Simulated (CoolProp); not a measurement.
The numbers come from the reference Helmholtz-energy equation of state, Tillner-Roth 1997 in CoolProp.

Question: Give the vapour pressure (bar), vapour density (kg/m³), surface tension (mN/m), vapour viscosity (µPa s) of saturated CH2F2 (R32) at 227.9, 244.1 K.

Answer: 
| T (K) | p (bar) | vapour density (kg/m³) | surface tension (mN/m) | vapour viscosity (µPa s) |
|---|---|---|---|---|
| 227.9 | 1.39 | 4.02 | 19.4 | 10.2 |
| 244.1 | 2.84 | 7.93 | 16.3 | 10.9 |

Viscosity comes from a separate model (Bell 2016), an estimate that may be off by 10 % or more. Surface tension comes from a separate correlation (Mulero 2012).
